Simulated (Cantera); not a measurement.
A closed system holds: 1 mol Si2Cl6, 2 mol NH3, 20 mol N2, at 13.3 mbar.

These are equilibrium values from Cantera (NASA tables, ideal gas, pure condensed phases), not measurements of a reactor. Candidate condensed phases: NH4Cl, Si, Si3N4; 28 gas species. The feed counts by its element totals alone. The tables' values for SiCl3 are old estimates; treat these amounts as uncertain. Kinetics and transport are ignored. All values below are at 1523 K.

Base state: N2 0.777, HCl 0.126, H2 0.0507, SiCl2 0.0381, SiCl3 0.00532, SiCl4 0.00222, SiHCl3 9.98e-5, Cl 9.01e-5 (mole fractions); condensed: Si3N4(s).

Q: What changes in the equilibrium state with this change: Si2Cl6 replaced by SiH4?

A: 
| species | before | after |
|---|---|---|
| N2 | 0.777 | 0.803 |
| H2 | 0.0507 | 0.197 |
| H | 4.51e-5 | 8.89e-5 |
| HCl | 0.126 | 0 |
| SiCl2 | 0.0381 | 0 |
| SiCl3 | 0.00532 | 0 |
| SiCl4 | 0.00222 | 0 |
| SiHCl3 | 9.98e-5 | 0 |
| Cl | 9.01e-5 | 0 |
| Si3N4(s), mol | 0.265 | 0.333 |
